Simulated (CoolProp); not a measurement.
Properties of R1234yf along the isotherm 225 K.

Model: reference Helmholtz-energy equation of state, Lemmon 2022, in CoolProp.

| p (MPa) | phase | density (kg/m³) | Joule-Thomson coefficient (K/MPa) | isothermal compressibility (1/MPa) | viscosity (µPa s) | conductivity (mW/(m K)) |
|---|---|---|---|---|---|---|
| 0.0535 | liquid | 1314 | -0.3518 | 0.001871 | 379 | 88.4 |
| 0.0807 | liquid | 1314 | -0.3519 | (withheld) | 379 | 88.4 |
| 0.122 | liquid | 1314 | -0.3520 | 0.001869 | 379 | 88.4 |
| 0.184 | liquid | 1314 | -0.3523 | 0.001866 | 380 | 88.4 |
| 0.277 | liquid | 1315 | -0.3526 | 0.001863 | 380 | 88.5 |
| 0.418 | liquid | 1315 | -0.3531 | 0.001857 | 381 | 88.5 |
| 0.631 | liquid | 1315 | (withheld) | 0.001849 | 382 | 88.6 |
| 0.952 | liquid | 1316 | -0.3551 | 0.001837 | 384 | 88.8 |
| 1.44 | liquid | 1317 | (withheld) | 0.001819 | (withheld) | 89.0 |
| 2.17 | liquid | 1319 | -0.3594 | 0.001793 | 391 | 89.3 |
| 3.27 | liquid | 1322 | -0.3631 | 0.001756 | (withheld) | 89.8 |
| 4.93 | liquid | 1325 | -0.3683 | 0.001703 | 406 | 90.5 |
| 7.44 | liquid | 1331 | (withheld) | 0.001629 | 419 | 91.5 |
| 11.2 | liquid | 1339 | -0.3852 | 0.001531 | 440 | 93.0 |
| 16.9 | liquid | 1350 | -0.3975 | (withheld) | 472 | 95.2 |

### Question
Complete the blanks.

### Answer

- 0.0807, isothermal compressibility (1/MPa): 0.001870
- 0.631, Joule-Thomson coefficient (K/MPa): -0.3539
- 1.44, Joule-Thomson coefficient (K/MPa): -0.3569
- 1.44, viscosity (µPa s): 387
- 3.27, viscosity (µPa s): 397
- 7.44, Joule-Thomson coefficient (K/MPa): -0.3756
- 16.9, isothermal compressibility (1/MPa): 0.001406

Viscosity comes from a separate model (Bell 2016), an estimate that may be off by 10 % or more. Thermal conductivity comes from a separate model (Perkins 2011).
